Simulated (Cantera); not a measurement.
An adiabatic, constant-pressure homogeneous reactor starts with CH₄ : O₂ : N₂ : H₂O = 1 : 1.82 : 6.84 : 0.59 (molar parts), at 1700 K and 22.0 bar. Integrator tolerance rtol = 1e-08.

Computed with Cantera and GRI-Mech 3.0 (53 species, 325 reactions). The pressure lies above the range GRI-Mech 3.0 was tuned for (to about 10 atm). Above 3000 K some thermodynamic fits are extrapolated.

Question: What does this change do: initial temperature 1700 to 1200 K?

Answer: 
| quantity | before | after |
|---|---|---|
| time of steepest temperature rise | 19.9 µs | 2.05 ms |
| temperature at 0.100 s | 2988 K | 2724 K |
| equilibrium temperature | 2988 K | 2724 K |
| x(CH₄) at 0.100 s | <1e-12 (gas-phase equilibrium <1e-12) | <1e-12 (gas-phase equilibrium <1e-12) |
| x(O₂) at 0.100 s | 0.00746 (gas-phase equilibrium 0.00746) | 0.00256 (gas-phase equilibrium 0.00256) |
| x(H₂O) at 0.100 s | 0.210 (gas-phase equilibrium 0.210) | 0.227 (gas-phase equilibrium 0.227) |
| x(HCN) at 0.100 s | 2.39e-8 (gas-phase equilibrium 2.39e-8) | 9.30e-9 (gas-phase equilibrium 9.30e-9) |
| x(NO) at 0.100 s | 0.00800 (gas-phase equilibrium 0.00800) | 0.00332 (gas-phase equilibrium 0.00332) |

Question: What does this change do: initial temperature 1700 to 1248 K?

Answer: 
```
quantity                                                            before                                    after
---------------------------------  ---------------------------------------  ---------------------------------------
time of steepest temperature rise                                  19.9 µs                                  1.19 ms
temperature at 0.100 s                                              2988 K                                   2751 K
equilibrium temperature                                             2988 K                                   2751 K
x(CH₄) at 0.100 s                    <1e-12 (gas-phase equilibrium <1e-12)    <1e-12 (gas-phase equilibrium <1e-12)
x(O₂) at 0.100 s                   0.00746 (gas-phase equilibrium 0.00746)  0.00297 (gas-phase equilibrium 0.00297)
x(H₂O) at 0.100 s                      0.210 (gas-phase equilibrium 0.210)      0.225 (gas-phase equilibrium 0.225)
x(HCN) at 0.100 s                  2.39e-8 (gas-phase equilibrium 2.39e-8)  1.01e-8 (gas-phase equilibrium 1.01e-8)
x(NO) at 0.100 s                   0.00800 (gas-phase equilibrium 0.00800)  0.00371 (gas-phase equilibrium 0.00371)
```
